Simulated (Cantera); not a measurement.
# Ta + CO2 (tantalum, niobium, vanadium and zirconium in process gases)

Input: 1 mol Ta, 1.3 mol CO2, held at 1100 °C.

These are equilibrium values from Cantera (NASA tables, ideal gas, pure condensed phases), not measurements of a reactor. Candidate condensed phases: C, Ta, TaC, Ta2O5; 15 gas species. Mutual solubility and eutectic melting of coexisting phases are not modelled. TaC: taken at fixed stoichiometry. Condensed phases not in the tables: Ta2C. Equilibrium is a limit: real reactors are often held back by kinetics, nucleation or transport.

```
P (Pa)    x CO     x CO2    x TaO2     x TaO  n TaC(s)  n Ta2O5(s)  n C(graphite)
-------  -----  --------  --------  --------  --------  ----------  -------------
0.100    1.000   4.06e-5   6.19e-8   5.20e-9     0.343       0.329              0
0.600    1.000   6.78e-5   7.98e-9  4.02e-10     0.343       0.329              0
3.60     1.000  0.000113   1.03e-9  3.11e-11     0.343       0.329              0
22       1.000  0.000190  1.30e-10  2.34e-12     0.343       0.329              0
130      1.000  0.000315  1.71e-11    <1e-12     0.343       0.329              0
770      0.999  0.000523  2.24e-12    <1e-12     0.343       0.329              0
4600     0.999  0.000872    <1e-12    <1e-12     0.343       0.328              0
28000    0.999   0.00146    <1e-12    <1e-12     0.343       0.328              0
170000   0.996   0.00383    <1e-12    <1e-12         0       0.500           1.20
1000000  0.978    0.0218    <1e-12    <1e-12         0       0.500           1.20
```
x: gas mole fraction; n: condensed amount in mol.

From 0.100 Pa to 0.280 bar the condensed part is TaC(s) + Ta2O5(s). From 1.70 bar to 10.0 bar the condensed part is C(graphite) + Ta2O5(s).
